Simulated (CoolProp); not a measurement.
Vapour-liquid equilibrium of hexamethyldisiloxane (MM) (1) + toluene (2) at 398.3 K; x and y are mole fractions of (1).

Model: multi-fluid Helmholtz-energy mixture model, Thol 2016 and Lemmon 2006; pair parameters Bell 2016, in CoolProp.

**Question.** Give the bubble pressure and the first vapour's composition at x = 0.2, 0.5, 0.65. Is there an azeotrope?

**Answer.** x = 0.2: 166.2 kPa, y = 0.267; x = 0.5: 183.7 kPa, y = 0.565; x = 0.65: 189.8 kPa, y = 0.692. No azeotrope shows between x = 0.05 and 0.95.

The pair parameters rest on a limited set of measurements; away from them the model extrapolates.
